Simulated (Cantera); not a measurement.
Charge: 1 mol FeS₂, 2.2 mol SO₃, 3.6 mol N₂, equilibrated at 1477 °C and 0.133 bar.

Method: chemical equilibrium by Gibbs-energy minimisation in Cantera with the NASA 1993 tables (ideal gas, pure condensed phases). Candidate condensed phases: Fe, FeO, FeS, FeSO₄, FeS₂, Fe₂O₃, Fe₂(SO₄)₃, Fe₃O₄, S; 19 gas species. The tables' stoichiometric FeO is somewhat more stable than real wüstite, so its field is too wide. FeO: taken at fixed stoichiometry. Kinetics and transport are ignored.

Base state: N₂ 0.505, SO₂ 0.382, S₂ 0.0909, SO 0.0193, S₂O 0.00295, S 0.000405 (mole fractions); condensed: FeO(l).

Task: What changes in the equilibrium state with this change: temperature from 1477 °C to 1250 °C?

Result: 
```json
[
 {"species": "N₂", "before": "0.505", "after": "0.507"},
 {"species": "SO₂", "before": "0.382", "after": "0.390"},
 {"species": "S₂", "before": "0.0909", "after": "0.0947"},
 {"species": "SO", "before": "0.0193", "after": "0.00571"},
 {"species": "S", "before": "0.000405", "after": "4.47e-5"},
 {"species": "S₂O", "before": "0.00295", "after": "0.00320"},
 {"species": "FeO(l), mol", "before": "1.000", "after": "0"},
 {"species": "FeO(s), mol", "before": "0", "after": "1.00"}
]
```
